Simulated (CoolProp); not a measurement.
Vapour-liquid equilibrium of CHF3 (R23) (1) + R134a (2) at 5.28 bar; x and y are mole fractions of (1).

The numbers come from the multi-fluid Helmholtz-energy mixture model, Penoncello 2003 and Tillner-Roth 1994; pair parameters Bell 2016 in CoolProp.

| x | bubble temperature, mixture model (K) | bubble temperature, Raoult's law (K) | y, mixture model | y, Raoult's law |
|---|---|---|---|---|
| 0.05 | [?] | 281.5 | 0.219 | 0.294 |
| 0.15 | 271.5 | 267.9 | 0.520 | 0.613 |
| 0.25 | 261.7 | 258.1 | [?] | 0.768 |
| 0.35 | 253.8 | 250.6 | [?] | 0.854 |
| 0.45 | 247.3 | 244.7 | 0.873 | 0.905 |
| 0.55 | 241.9 | 239.9 | [?] | 0.939 |
| 0.65 | [?] | 235.9 | 0.948 | 0.961 |
| 0.75 | [?] | 232.4 | [?] | 0.977 |
| 0.85 | 230.0 | 229.4 | 0.984 | 0.988 |
| 0.95 | 226.9 | 226.8 | 0.996 | 0.997 |

Q: Complete the blanks.

A: 
- 0.05, bubble temperature, mixture model (K): 283.6
- 0.25, y, mixture model: 0.698
- 0.35, y, mixture model: 0.806
- 0.55, y, mixture model: 0.918
- 0.65, bubble temperature, mixture model (K): 237.3
- 0.75, bubble temperature, mixture model (K): 233.4
- 0.75, y, mixture model: 0.969

The largest gap from Raoult's law is +3.6 K in bubble temperature, at x = 0.25. No azeotrope shows between x = 0.05 and 0.95.

The pair parameters rest on a limited set of measurements; away from them the model extrapolates.
